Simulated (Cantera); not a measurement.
What does this Cantera script print?

```python
import numpy as np
import cantera as ct

gas_names = """
    CL CL2 N N2 Si SiCL SiCL2 SiCL3 SiCL4 SiN Si2 Si2N Si3
""".split()
cond_names = """
    Si(cr) Si(L) Si3N4(a)
""".split()


# ... load() reads the species with a 1 bar reference pressure and builds the phases ...
atoms = {
    'SiCl4': {'Si': 1, 'CL': 4},
    'N2': {'N': 2},
}
top_T = {'Si3N4(a)': 2400}  # K; cautious upper limits of use, not melting points


# ... equilibrate(T, P, feed) seeds the gas with the atoms and calls Mixture.equilibrate('TP', solver="vcs", rtol=1e-11, max_steps=5000) ...
results = []
feed = {'SiCl4': 1, 'N2': 63}  # mol
T = 1650  # K
P = 190  # Pa
mix = equilibrate(T, P, feed)
results.append((T, P, feed, dict(zip(mix.species_names, mix.species_moles))))
print(gas.report(threshold=1e-05))
for i in range(1, mix.n_phases):
    print(f"{mix.phase(i).name:16s} {mix.phase_moles(i):12.5e} mol")
```

Result:

```
       temperature   1650 K
          pressure   190 Pa
           density   0.00041096 kg/m^3
  mean mol. weight   29.673 kg/kmol
   phase of matter   gas

                          1 kg             1 kmol
                     ---------------   ---------------
          enthalpy        1.3817e+06        4.0998e+07  J
   internal energy        9.1933e+05        2.7279e+07  J
           entropy             10142        3.0093e+05  J/K
    Gibbs function       -1.5352e+07       -4.5554e+08  J
 heat capacity c_p            1200.1             35611  J/K
 heat capacity c_v            919.92             27297  J/K

                      mass frac. Y      mole frac. X     chem. pot. / RT
                     ---------------   ---------------   ---------------
                CL          0.022009          0.018422           -23.691
               CL2        7.1788e-05        3.0045e-05           -47.382
                N2           0.91219           0.96621            -32.61
             SiCL2          0.024555         0.0073608           -63.233
             SiCL3          0.017035         0.0037601           -86.924
             SiCL4          0.024135         0.0042155           -110.62
     [   +7 minor]        5.5393e-07        2.6004e-07

Si(cr)            0.00000e+00 mol
Si3N4(a)          0.00000e+00 mol
```

Cantera equilibrium calculation (NASA polynomials, part measured and part estimated; ideal gas, pure solids and liquids). The tables' values for SiCl3 are old estimates; treat these amounts as uncertain.
